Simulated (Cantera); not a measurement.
Input: 1 mol FeCl₃, 1.1 mol H₂, a varied amount of N₂, held at 800 °C and 0.133 bar.

Equilibrium computed with Cantera from the NASA thermochemical tables; the gas is ideal and each condensed phase is pure. Candidate condensed phases: Fe, FeCl₂, FeCl₃, NH₄Cl; 18 gas species. The numbers say what is thermodynamically allowed, not how fast it happens.

x: gas mole fraction; n: condensed amount in mol.

| n(N₂) (mol) | x N₂ | x HCl | x FeCl₂ | x H₂ | x Fe₂Cl₄ | x FeCl₃ | x NH₃ | n Fe(α) |
|---|---|---|---|---|---|---|---|---|
| 3 | 0.541 | 0.223 | 0.140 | 0.0865 | 0.00926 | ? | 9.24e-7 | 0.120 |
| 5.7 | 0.690 | 0.151 | 0.0969 | 0.0574 | 0.00444 | ? | 5.64e-7 | 0.126 |
| 11 | 0.810 | 0.0929 | 0.0605 | 0.0346 | 0.00173 | ? | 2.86e-7 | 0.131 |
| 20 | 0.886 | 0.0561 | 0.0370 | 0.0206 | 0.000648 | ? | 1.38e-7 | 0.134 |
| 37 | 0.935 | 0.0321 | 0.0214 | 0.0117 | 0.000216 | ? | 6.05e-8 | 0.136 |
| 69 | 0.964 | 0.0178 | 0.0119 | 0.00646 | 6.70e-5 | ? | 2.52e-8 | 0.138 |
| 130 | 0.980 | 0.00963 | 0.00646 | 0.00348 | 1.97e-5 | ? | 1.00e-8 | 0.138 |
| 240 | 0.989 | 0.00527 | 0.00354 | 0.00190 | 5.92e-6 | ? | 4.07e-9 | 0.139 |
| 450 | 0.994 | 0.00282 | 0.00190 | 0.00102 | 1.70e-6 | ? | 1.60e-9 | 0.139 |

Task: Complete the blanks.

Result: 
- 3, x FeCl₃: 5.21e-5
- 5.7, x FeCl₃: 3.00e-5
- 11, x FeCl₃: 1.48e-5
- 20, x FeCl₃: 7.08e-6
- 37, x FeCl₃: 3.11e-6
- 69, x FeCl₃: 1.29e-6
- 130, x FeCl₃: 5.16e-7
- 240, x FeCl₃: 2.09e-7
- 450, x FeCl₃: 8.22e-8
